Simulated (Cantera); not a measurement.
Catalytic combustion on Pt

An isothermal plug-flow reactor at 650 K and 0.780 atm (inlet), inlet velocity 0.32 m/s, active area per volume 120 1/m; feed CO : O2 : N2 : H2O = 0.0058 : 0.042 : 0.79 : 0.09 (molar parts).

Cantera simulation using Deutschmann's 1995 Pt surface mechanism with GRI-Mech 3.0 gas chemistry; the numbers are that mechanism's predictions, not measurements. Catalytic surfaces can have several steady states; this one follows from the mechanism file's or the stated starting coverage. Mass transfer to the wall is taken as infinitely fast.

```tsv
z (m)	x CO	x O2	x H2O	x CO2	θ free Pt	θ O*	θ OH*	θ CO*
4.3e-05	0.00623	0.0453	0.0970	1.74e-5	0.0366	0.0170	0.00194	0.944
7.1e-05	0.00622	0.0453	0.0970	2.88e-5	0.0366	0.0170	0.00195	0.944
0.00012	0.00620	0.0452	0.0970	4.88e-5	0.0367	0.0171	0.00196	0.944
0.0002	0.00617	0.0452	0.0970	8.17e-5	0.0369	0.0172	0.00197	0.944
0.00033	0.00612	0.0452	0.0970	0.000136	0.0372	0.0175	0.00199	0.943
0.00055	0.00602	0.0452	0.0970	0.000229	0.0376	0.0179	0.00203	0.942
0.00092	0.00586	0.0451	0.0970	0.000391	0.0385	0.0188	0.00210	0.941
0.0015	0.00559	0.0450	0.0970	0.000662	0.0401	0.0204	0.00223	0.937
0.0026	0.00501	0.0447	0.0971	0.00125	0.0445	0.0252	0.00261	0.928
0.0043	0.00364	0.0440	0.0971	0.00262	0.0652	0.0566	0.00474	0.873
```
x: gas mole fraction; θ: surface coverage.
